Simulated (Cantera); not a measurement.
A closed system holds: 1 mol FeS, 0.4 mol O2, 0.13 mol SO3, at 0.100 bar.

Equilibrium computed with Cantera from the NASA thermochemical tables; the gas is ideal and each condensed phase is pure. Candidate condensed phases: Fe, FeO, FeS, FeSO4, FeS2, Fe2O3, Fe2(SO4)3, Fe3O4, S; 12 gas species. Mutual solubility and eutectic melting of coexisting phases are not modelled. FeS: taken at fixed stoichiometry. Kinetics and transport are ignored.

Question: At 1052 °C, list the 4 most abundant gas species with their mole fractions, and the condensed phases.

Answer: SO2 0.879, S2 0.113, S2O 0.00535, SO 0.00230. Condensed: FeS(s) + Fe3O4(s).
